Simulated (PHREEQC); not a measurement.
A column of 0.2 m (30 cells, dispersivity 0.01 m, 3600 s a shift, diffusion coefficient 3e-10 m²/s) holds 0.0097 eq of the database's cation exchanger X per kg of pore water, first in equilibrium with 24 mmol/kgw LiCl and 0.01 mmol/kgw HCl. It is flushed with 0.82 mmol/kgw CdCl2, 9 mmol/kgw SrCl2 and 0.01 mmol/kgw HCl, at 15 °C. Values are for the last cell. The system is closed to CO2. Nothing may precipitate in this run.

The series has 31 steps of pore volumes, from 0 to 3.017.

Computed with PHREEQC (ion-association model, phreeqc.dat).

**Question.** After how many pore volumes does Sr at the outlet first reach half of its feed value?

**Answer.** By 1.5 pore volumes.

**Question.** After how many pore volumes does Cd at the outlet first reach half of its feed value?

**Answer.** By 1.3 pore volumes; it later peaks at 0.000987 mol/kgw, above the feed's 0.000820.
